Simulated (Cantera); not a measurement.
A Cantera script and its output.

```python
import numpy as np
import cantera as ct

gas = ct.Solution("h2o2.yaml")
gas.TPX = 950, 1800, {'H2': 0.005, 'O2': 1}
inlet = ct.Reservoir(gas, clone=True)

reactor = ct.IdealGasConstPressureReactor(gas, energy="off", clone=False)
exhaust = ct.Reservoir(gas, clone=True)
tau = [0.71, 0.43, 0.25, 0.15, 0.09, 0.054, 0.032, 0.019, 0.011, 0.0069][0]
for a, b in ((inlet, reactor), (reactor, exhaust)):
    ct.MassFlowController(a, b, mdot=lambda t: reactor.mass / tau)
net = ct.ReactorNet([reactor])
show = ['H2', 'O2', 'H', 'OH', 'H2O2', 'H2O']

rows = []
print(f"{'tau/s':>10s}{'T/K':>9s}" + "".join(f"{s:>11s}" for s in show))
for tau in [0.71, 0.43, 0.25, 0.15, 0.09, 0.054, 0.032, 0.019, 0.011, 0.0069]:
    net.initial_time = 0.0
    net.advance(30 * tau)
    before = gas.X
    net.advance(40 * tau)
    drift = np.max(np.abs(gas.X - before) / (gas.X + 1e-9))
    rows.append([gas.T, *gas[show].X, drift])
    print(f"{tau:10.3e}{gas.T:9.1f}" + "".join(f"{x:11.3e}" for x in gas[show].X))
```

Output:

```
     tau/s      T/K         H2         O2          H         OH       H2O2        H2O
 7.100e-01    950.0  1.985e-04  9.946e-01  1.316e-05  8.640e-05  3.250e-08  4.737e-03
 4.300e-01    950.0  2.591e-04  9.945e-01  2.082e-05  1.074e-04  3.903e-08  4.661e-03
 2.500e-01    950.0  3.464e-04  9.943e-01  3.368e-05  1.356e-04  4.760e-08  4.553e-03
 1.500e-01    950.0  4.566e-04  9.941e-01  5.190e-05  1.680e-04  5.724e-08  4.416e-03
 9.000e-02    950.0  6.039e-04  9.940e-01  7.783e-05  2.064e-04  6.845e-08  4.236e-03
 5.400e-02    950.0  8.017e-04  9.938e-01  1.124e-04  2.504e-04  8.109e-08  3.997e-03
 3.200e-02    950.0  1.076e-03  9.936e-01  1.552e-04  2.989e-04  9.493e-08  3.676e-03
 1.900e-02    950.0  1.448e-03  9.934e-01  1.979e-04  3.452e-04  1.081e-07  3.258e-03
 1.100e-02    950.0  1.980e-03  9.934e-01  2.255e-04  3.796e-04  1.173e-07  2.693e-03
 6.900e-03    950.0  2.581e-03  9.935e-01  2.159e-04  3.809e-04  1.149e-07  2.096e-03
```

Computed with Cantera and the H2/O2 subset of GRI-Mech 3.0, which has no nitrogen chemistry. Radical loss at walls, strong at low pressure, is not modelled.
